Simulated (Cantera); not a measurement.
A diamond (100) surface in a fixed gas of H2 with x(CH4) = 0.003, x(CH3) = 0.00078, at 1400 K, 5000 Pa; coverages are run to steady state.

Model: the Harris–Goodwin 1993 mechanism for the reconstructed diamond (100) surface, integrated in Cantera.

One state of this run: growth (µm/h) = 3.17; θ c6HH = 0.382; θ c6H* = 0.0567; θ c6*H = 0.519; θ c6** = 0.0385; θ c6HM = 0.000218. θ: site fractions in the mechanism's names (c6HH fully hydrogenated, c6H* and c6*H radical sites, c6** diradical, c6HM methylated).

Task: Which value of x(H) does it belong to?
A. 0.0096
B. 0.06
C. 0.0015
D. 0.0001

Result: C, 0.0015
